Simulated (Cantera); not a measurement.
Cantera run, input and output.

```python
import numpy as np
import cantera as ct

gas = ct.Solution("gri30.yaml")
gas.TPX = 1125, 101325, {'CH4': 1, 'O2': 1.43, 'N2': 15.7, 'H2O': 0.59}
reactor = ct.IdealGasConstPressureReactor(gas, energy="on", clone=False)
net = ct.ReactorNet([reactor])
net.rtol, net.atol = 1e-08, 1e-16
show = ['CH4', 'O2', 'H2O', 'H2O2', 'N2O', 'CO']
times = np.geomspace(8e-06, 3, 14)

steps = ct.SolutionArray(gas, extra=["t"])
rows = []
print(f"{'t/s':>10s}{'T/K':>9s}{'P/Pa':>11s}" + "".join(f"{s:>11s}" for s in show))
for t in times:
    while net.time < t:
        t_next = net.step()
        steps.append(gas.state, t=t_next)
    rows.append([np.interp(t, steps.t, y) for y in (steps.T, steps.P, *steps(*show).X.T)])
    print(f"{t:10.3e}{rows[-1][0]:9.1f}{rows[-1][1]:11.4g}" + "".join(f"{x:11.3e}" for x in rows[-1][2:]))
rate = np.gradient(steps.T, steps.t)
print("integrator steps:", len(steps.t))
if steps.T.max() > steps.T[0] + 200:
    print(f"time of steepest temperature rise: {steps.t[rate.argmax()]:.4e} s")
gas.TPX = 1125, 101325, {'CH4': 1, 'O2': 1.43, 'N2': 15.7, 'H2O': 0.59}
gas.equilibrate("HP")
print(f"equilibrium (HP): T = {gas.T:.1f} K  " + "  ".join(f"{s} {gas[s].X[0]:.3e}" for s in show))
```

Result:

```
       t/s      T/K       P/Pa        CH4         O2        H2O       H2O2        N2O         CO
 8.000e-06   1125.0  1.013e+05  5.342e-02  7.639e-02  3.152e-02  2.270e-13  1.016e-17  1.356e-18
 2.147e-05   1125.0  1.013e+05  5.342e-02  7.639e-02  3.152e-02  1.625e-12  4.431e-17  2.634e-17
 5.763e-05   1125.0  1.013e+05  5.342e-02  7.639e-02  3.152e-02  1.150e-11  2.391e-16  5.117e-16
 1.547e-04   1125.0  1.013e+05  5.342e-02  7.639e-02  3.152e-02  7.810e-11  1.491e-15  9.904e-15
 4.151e-04   1125.0  1.013e+05  5.342e-02  7.639e-02  3.152e-02  4.875e-10  1.002e-14  2.003e-13
 1.114e-03   1125.0  1.013e+05  5.342e-02  7.639e-02  3.152e-02  2.467e-09  6.746e-14  4.310e-12
 2.990e-03   1125.0  1.013e+05  5.342e-02  7.639e-02  3.152e-02  8.314e-09  4.270e-13  1.170e-10
 8.026e-03   1125.0  1.013e+05  5.342e-02  7.639e-02  3.152e-02  1.306e-08  2.082e-12  4.654e-09
 2.154e-02   1125.0  1.013e+05  5.341e-02  7.638e-02  3.152e-02  1.317e-08  6.764e-12  1.267e-07
 5.781e-02   1125.2  1.013e+05  5.338e-02  7.636e-02  3.155e-02  2.361e-08  2.476e-11  1.667e-06
 1.552e-01   1125.9  1.013e+05  5.323e-02  7.627e-02  3.166e-02  6.773e-08  1.273e-10  2.147e-05
 4.165e-01   1137.7  1.013e+05  5.120e-02  7.477e-02  3.342e-02  7.510e-07  1.391e-09  7.003e-04
 1.118e+00   1836.5  1.013e+05  1.157e-12  6.294e-08  1.033e-01  2.689e-11  2.778e-10  2.813e-02
 3.000e+00   1836.5  1.013e+05  1.150e-12  6.296e-08  1.033e-01  2.689e-11  2.263e-10  2.813e-02
integrator steps: 2871
time of steepest temperature rise: 5.2555e-01 s
equilibrium (HP): T = 1836.5 K  CH4 1.325e-12  O2 6.301e-08  H2O 1.033e-01  H2O2 2.690e-11  N2O 1.535e-10  CO 2.813e-02
```

Cantera simulation using GRI-Mech 3.0 (53 species, 325 reactions); the numbers are that mechanism's predictions, not measurements.
